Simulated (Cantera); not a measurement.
**Pyrogenic steam for wet oxidation**

An isothermal, constant-pressure homogeneous reactor starts with 10.2 % H₂, 13.2 % O₂, 76.6 % N₂, equivalence ratio 0.39, at 1025 K and 630 Torr.

Computed with Cantera and the H2/O2 subset of GRI-Mech 3.0, which has no nitrogen chemistry. The temperature is held fixed by assumption; the heat of reaction is taken as removed at once.

```csv
t (s),x H₂,x O₂,x HO₂,x O,x H₂O₂,x H₂O
3.00e-5,0.102,0.132,1.08e-9,2.08e-10,1.10e-12,1.17e-9
0.000125,0.102,0.132,2.41e-7,5.54e-8,3.87e-10,5.08e-7
0.000522,0.0111,0.0905,6.83e-5,0.000210,7.57e-6,0.0951
0.00218,0.00493,0.0878,4.20e-5,6.09e-6,2.84e-5,0.102
0.00909,0.00328,0.0870,3.18e-5,2.96e-6,3.95e-5,0.104
0.0379,0.00112,0.0861,1.60e-5,1.08e-6,1.34e-5,0.106
0.158,0.000170,0.0857,3.78e-6,1.10e-7,8.52e-7,0.107
0.660,2.15e-5,0.0856,6.02e-7,4.46e-9,2.33e-8,0.107
2.75,1.82e-6,0.0856,6.35e-8,1.80e-10,4.23e-10,0.107
11.5,5.23e-10,0.0856,1.00e-9,4.41e-11,4.77e-11,0.107
47.9,7.28e-11,0.0856,6.96e-10,1.06e-10,1.10e-10,0.107
200,7.28e-11,0.0856,6.95e-10,1.06e-10,1.11e-10,0.107
```
x: mole fraction; the columns are a selection and need not sum to one.

Equilibrium at this temperature and pressure: H₂ 7.28e-11, O₂ 0.0856, HO₂ 6.95e-10, O 1.06e-10, H₂O₂ 1.11e-10, H₂O 0.107 (gas phase only).
